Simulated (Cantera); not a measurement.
Input (Python, Cantera):

```python
import numpy as np
import cantera as ct

surf = ct.Interface("ptcombust.yaml", "Pt_surf")
gas = surf.adjacent["gas"]
gas.TPX = 850, 100000, {'CH4': 0.0048, 'O2': 0.016, 'N2': 0.79, 'H2O': 0.0078}
surf.TP = 850, 100000
reactor = ct.FlowReactor(gas, clone=False)
reactor.area = 0.0001  # m2
reactor.surface_area_to_volume_ratio = 680  # 1/m
reactor.mass_flow_rate = 3.9 * reactor.area * gas.density  # inlet velocity 3.9 m/s
reactor.energy_enabled = False
wall = ct.ReactorSurface(surf, reactor, clone=False)
net = ct.ReactorNet([reactor])
net.rtol, net.atol = 1e-8, 1e-16
show, cover = ['CH4', 'O2', 'H2O', 'CO2', 'CO'], ['PT(S)', 'H(S)', 'O(S)', 'OH(S)', 'CO(S)', 'C(S)']

rows = []
print(f"{'z/m':>9s}{'u/(m/s)':>9s}" + "".join(f"{s:>13s}" for s in show + cover))
for z in [0.00026, 0.00047, 0.00083, 0.0015, 0.0026, 0.0047, 0.0083, 0.015, 0.026]:
    net.advance(z)
    rows.append([reactor.speed, *gas[show].X, *surf[cover].coverages])
    print(f"{z:9.4g}{rows[-1][0]:9.3g}" + "".join(f"{x:13.4e}" for x in rows[-1][1:]))
```

Output:

```
      z/m  u/(m/s)          CH4           O2          H2O          CO2           CO        PT(S)         H(S)         O(S)        OH(S)        CO(S)         C(S)
  0.00026      3.9   5.8587e-03   1.9536e-02   9.5384e-03   4.7007e-06   2.6414e-07   1.1580e-01   4.8195e-08   8.8158e-01   2.5942e-03   1.7495e-05   4.6890e-08
  0.00047      3.9   5.8547e-03   1.9528e-02   9.5464e-03   8.5312e-06   4.4240e-07   1.1582e-01   4.8228e-08   8.8156e-01   2.5954e-03   1.7621e-05   4.6878e-08
  0.00083      3.9   5.8478e-03   1.9514e-02   9.5601e-03   1.5154e-05   6.8873e-07   1.1585e-01   4.8283e-08   8.8153e-01   2.5976e-03   1.7793e-05   4.6854e-08
   0.0015      3.9   5.8350e-03   1.9489e-02   9.5857e-03   2.7617e-05   1.0002e-06   1.1591e-01   4.8382e-08   8.8147e-01   2.6016e-03   1.8003e-05   4.6805e-08
   0.0026      3.9   5.8141e-03   1.9447e-02   9.6276e-03   4.8293e-05   1.2635e-06   1.1599e-01   4.8539e-08   8.8139e-01   2.6080e-03   1.8165e-05   4.6715e-08
   0.0047      3.9   5.7742e-03   1.9367e-02   9.7073e-03   8.7992e-05   1.4174e-06   1.1612e-01   4.8829e-08   8.8123e-01   2.6201e-03   1.8212e-05   4.6530e-08
   0.0083      3.9   5.7062e-03   1.9232e-02   9.8432e-03   1.5590e-04   1.4400e-06   1.1635e-01   4.9319e-08   8.8098e-01   2.6405e-03   1.8113e-05   4.6205e-08
    0.015      3.9   5.5811e-03   1.8981e-02   1.0093e-02   2.8103e-04   1.4133e-06   1.1678e-01   5.0222e-08   8.8052e-01   2.6779e-03   1.7876e-05   4.5597e-08
    0.026      3.9   5.3793e-03   1.8578e-02   1.0497e-02   4.8272e-04   1.3658e-06   1.1748e-01   5.1688e-08   8.7976e-01   2.7376e-03   1.7483e-05   4.4594e-08
```

Computed with Cantera and Deutschmann's 1995 Pt surface mechanism with GRI-Mech 3.0 gas chemistry. Catalytic surfaces can have several steady states; this one follows from the mechanism file's or the stated starting coverage. Mass transfer to the wall is taken as infinitely fast.
